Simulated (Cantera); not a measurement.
Feed: 1 mol Si₃N₄, 0.15 mol N₂O, 9.5 mol H₂, held at 1475 °C and 4.28 Torr.

These are equilibrium values from Cantera (NASA tables, ideal gas, pure condensed phases), not measurements of a reactor. Candidate condensed phases: H₂O, Si, SiO₂, Si₂N₂O, Si₃N₄; 35 gas species. Gases not in the tables: Si₂H₆ and higher silanes. Kinetics and transport are ignored.

Base state: H₂ 0.802, N₂ 0.182, SiO 0.0127, H 0.00271, Si 0.000256, SiH 2.30e-5, SiH₂ 1.65e-5 (mole fractions); condensed: Si(l).

**Question.** What changes in the equilibrium state with this change: Si₃N₄ replaced by Si?

**Answer.** 
```tsv
species	before	after
H₂	0.802	0.966
SiO	0.0127	0.0153
N₂	0.182	0.0153
SiH₂	1.65e-5	1.99e-5
SiH	2.30e-5	2.53e-5
H	0.00271	0.00298
Si	0.000256	0.000256
Si(l), mol	2.85	0.847
```
